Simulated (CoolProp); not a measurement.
Properties of oxygen at several states (Tc = -118.6 °C, pc = 50.46 bar, ω = 0.022).

Values from CoolProp's reference Helmholtz-energy equation of state, Schmidt 1985. Above 300 K oxygen's equation is extrapolated.

```
T (°C)  p (bar)          phase       Z  cp (kJ/(kg K))  expansivity (1/kK)
------  -------  -------------  ------  --------------  ------------------
489.85     8.23            gas   1.002      (withheld)               1.311
97.25       223  supercritical   1.020      (withheld)               3.274
-25.25     0.27            gas  0.9996      (withheld)               4.040
```

Question: Some entries are withheld; supply them.

Answer: 
- 489.85, cp (kJ/(kg K)): 1.048
- 97.25, cp (kJ/(kg K)): 1.119
- -25.25, cp (kJ/(kg K)): 0.9131
